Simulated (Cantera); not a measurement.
Charge: 1 mol FeS, 2700 mol H2, held at 100 Torr.

Equilibrium computed with Cantera from the NASA thermochemical tables; the gas is ideal and each condensed phase is pure. Candidate condensed phases: Fe, FeS, FeS2, S; 8 gas species. The numbers say what is thermodynamically allowed, not how fast it happens.

### Question
At 1723 K, list the 4 most abundant gas species with their mole fractions, and the condensed phases.

### Answer
H2 0.999, H 0.000499, H2S 0.000345, Fe 6.84e-5. Condensed: Fe(δ).
